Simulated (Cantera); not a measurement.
## Stirred combustor or abatement burner

A perfectly stirred reactor is fed with CH₄ : C₂H₆ : C₃H₈ : O₂ : N₂ = 1 : 0.11 : 0.1 : 5.34 : 20.1 (molar parts), equivalence ratio 0.54, at 3.45 atm; it is adiabatic with a 700 K inlet, and is followed from long to short residence time, starting on the burning branch (τ in s: 0.46, 0.18, 0.071, 0.028, 0.011, 0.0043, 0.0017, 0.00067, 0.00026, 0.0001, 4e-05, 1.6e-05, 6.2e-06).

Detailed kinetics in Cantera: GRI-Mech 3.0 (53 species, 325 reactions).

```
τ (s)    T (K)     x CH₄   x C₂H₆   x C₃H₈       x O   x H₂O      x H₂    x CH₂
-------  -----  --------  -------  -------  --------  ------  --------  -------
0.46      1886   7.41e-7  1.46e-8  1.20e-8   4.77e-5   0.101   2.39e-5  2.09e-9
0.18      1886   1.75e-6  3.55e-8  2.94e-8   5.44e-5   0.101   2.81e-5  5.27e-9
0.071     1885   3.83e-6  8.19e-8  6.91e-8   6.98e-5   0.101   3.77e-5  1.30e-8
0.028     1883   7.73e-6  1.78e-7  1.54e-7  0.000102   0.101   5.78e-5  3.13e-8
0.011     1879   1.48e-5  3.65e-7  3.27e-7  0.000166   0.101   9.73e-5  7.31e-8
0.0043    1872   2.75e-5  7.25e-7  6.63e-7  0.000285   0.101  0.000172  1.66e-7
0.0017    1860   5.08e-5  1.40e-6  1.29e-6  0.000487   0.100  0.000303  3.58e-7
0.00067   1839   9.63e-5  2.71e-6  2.48e-6  0.000812  0.0992  0.000531  7.46e-7
0.00026   1803  0.000197  5.58e-6  5.00e-6   0.00126  0.0980  0.000914  1.52e-6
0.00010   1736  0.000492  1.39e-5  1.20e-5   0.00160  0.0959   0.00157  3.13e-6
4.0e-5     700    0.0375  0.00413  0.00375    <1e-12  <1e-12    <1e-12   <1e-12
1.6e-5     700    0.0375  0.00413  0.00375    <1e-12  <1e-12    <1e-12   <1e-12
6.2e-6     700    0.0375  0.00413  0.00375    <1e-12  <1e-12    <1e-12   <1e-12
```
x: mole fraction; the columns are a selection and need not sum to one.
